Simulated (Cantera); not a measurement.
A closed system holds: 1 mol c-C₄F₈, 0.19 mol Si, 0.063 mol HCl, held at 2350 K and 57.0 Pa.

Method: chemical equilibrium by Gibbs-energy minimisation in Cantera with the NASA 1993 tables (ideal gas, pure condensed phases). Candidate condensed phases: C, C₆H₆, C₇H₈, C₈H₁₈, Si, SiC; 143 gas species. The feed counts by its element totals alone. The tables' values for SiF₃ are old estimates; treat these amounts as uncertain. The numbers say what is thermodynamically allowed, not how fast it happens.

### Question
What is the equilibrium state?

### Answer
| Quantity | Value |
|---|---|
| x(F) | 0.807 |
| x(CF₂) | 0.128 |
| x(SiF₄) | 0.0282 |
| x(CF) | 0.0161 |
| x(Cl) | 0.00950 |
| x(HF) | 0.00950 |
| x(CF₄) | 0.000559 |
| x(CF₃) | 0.000508 |
| x(SiF₃) | 0.000436 |
| n(C(graphite)) | 3.03 mol |
| gas amount | 6.627 mol |
| log10 activity of Si(l) (absent) | -13.41 |
